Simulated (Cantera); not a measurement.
Charge: 1 mol Si3N4, 2.7 mol H2, held at 2375 K and 35.3 Torr.

Equilibrium computed with Cantera from the NASA thermochemical tables; the gas is ideal and each condensed phase is pure. Candidate condensed phases: Si, Si3N4; 18 gas species. The tables' values for SiN are old estimates; treat these amounts as uncertain. Gases not in the tables: Si2H6 and higher silanes. Kinetics and transport are ignored.

Base state: H2 0.513, N2 0.398, H 0.0466, Si 0.0377, SiH 0.00189, Si2 0.000828, SiN 0.000634, Si2N 0.000613 (mole fractions); condensed: Si(l).

Task: What changes in the equilibrium state with this change: pressure from 35.3 Torr to 0.0705 Torr?

Result: 
```
species       before    after
----------  --------  -------
H             0.0466    0.405
Si            0.0377    0.310
N2             0.398    0.207
H2             0.513   0.0774
Si3         0.000150  3.34e-7
SiH2        0.000327  8.10e-7
Si(l), mol      2.78        0
```
